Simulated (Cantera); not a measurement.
What does this Cantera script print?

```python
import numpy as np
import cantera as ct

gas = ct.Solution("gri30.yaml")
gas.TPX = 1673, 1000000, {'H2': 1, 'O2': 0.893, 'N2': 3.36}
reactor = ct.IdealGasConstPressureReactor(gas, energy="on", clone=False)
net = ct.ReactorNet([reactor])
net.rtol, net.atol = 1e-08, 1e-16
show = ['H2', 'O2', 'NO', 'H2O', 'N2O', 'H2O2', 'OH']
times = np.geomspace(2e-06, 3, 14)

steps = ct.SolutionArray(gas, extra=["t"])
rows = []
print(f"{'t/s':>10s}{'T/K':>9s}{'P/Pa':>11s}" + "".join(f"{s:>11s}" for s in show))
for t in times:
    while net.time < t:
        t_next = net.step()
        steps.append(gas.state, t=t_next)
    rows.append([np.interp(t, steps.t, y) for y in (steps.T, steps.P, *steps(*show).X.T)])
    print(f"{t:10.3e}{rows[-1][0]:9.1f}{rows[-1][1]:11.4g}" + "".join(f"{x:11.3e}" for x in rows[-1][2:]))
rate = np.gradient(steps.T, steps.t)
print("integrator steps:", len(steps.t))
if steps.T.max() > steps.T[0] + 200:
    print(f"time of steepest temperature rise: {steps.t[rate.argmax()]:.4e} s")
gas.TPX = 1673, 1000000, {'H2': 1, 'O2': 0.893, 'N2': 3.36}
gas.equilibrate("HP")
print(f"equilibrium (HP): T = {gas.T:.1f} K  " + "  ".join(f"{s} {gas[s].X[0]:.3e}" for s in show))
```

Result:

```
       t/s      T/K       P/Pa         H2         O2         NO        H2O        N2O       H2O2         OH
 2.000e-06   2595.0      1e+06  1.383e-02  7.504e-02  1.115e-04  1.706e-01  1.601e-06  1.580e-06  2.940e-02
 5.972e-06   2811.3      1e+06  5.509e-03  7.656e-02  3.680e-04  1.902e-01  2.914e-06  2.082e-06  2.173e-02
 1.783e-05   2818.6      1e+06  5.153e-03  7.638e-02  1.021e-03  1.911e-01  2.987e-06  2.164e-06  2.115e-02
 5.325e-05   2816.0      1e+06  5.135e-03  7.554e-02  2.869e-03  1.913e-01  2.982e-06  2.145e-06  2.096e-02
 1.590e-04   2809.5      1e+06  5.089e-03  7.341e-02  7.515e-03  1.916e-01  3.000e-06  2.095e-06  2.050e-02
 4.747e-04   2798.6      1e+06  5.015e-03  6.989e-02  1.520e-02  1.922e-01  3.116e-06  2.012e-06  1.974e-02
 1.418e-03   2792.8      1e+06  4.977e-03  6.802e-02  1.926e-02  1.926e-01  3.216e-06  1.969e-06  1.934e-02
 4.233e-03   2792.5      1e+06  4.976e-03  6.794e-02  1.944e-02  1.926e-01  3.221e-06  1.967e-06  1.932e-02
 1.264e-02   2792.5      1e+06  4.976e-03  6.794e-02  1.944e-02  1.926e-01  3.221e-06  1.967e-06  1.932e-02
 3.774e-02   2792.5      1e+06  4.976e-03  6.794e-02  1.944e-02  1.926e-01  3.221e-06  1.967e-06  1.932e-02
 1.127e-01   2792.5      1e+06  4.976e-03  6.794e-02  1.944e-02  1.926e-01  3.221e-06  1.967e-06  1.932e-02
 3.365e-01   2792.5      1e+06  4.976e-03  6.794e-02  1.944e-02  1.926e-01  3.221e-06  1.967e-06  1.932e-02
 1.005e+00   2792.5      1e+06  4.976e-03  6.794e-02  1.944e-02  1.926e-01  3.221e-06  1.967e-06  1.932e-02
 3.000e+00   2792.5      1e+06  4.976e-03  6.794e-02  1.944e-02  1.926e-01  3.221e-06  1.967e-06  1.932e-02
integrator steps: 1154
time of steepest temperature rise: 8.8542e-07 s
equilibrium (HP): T = 2792.5 K  H2 4.976e-03  O2 6.794e-02  NO 1.944e-02  H2O 1.926e-01  N2O 3.221e-06  H2O2 1.967e-06  OH 1.932e-02
```

Computed with Cantera and GRI-Mech 3.0 (53 species, 325 reactions). The hydrogen kinetics of GRI-Mech 3.0 are dated; newer H2 mechanisms differ, most at raised pressure.
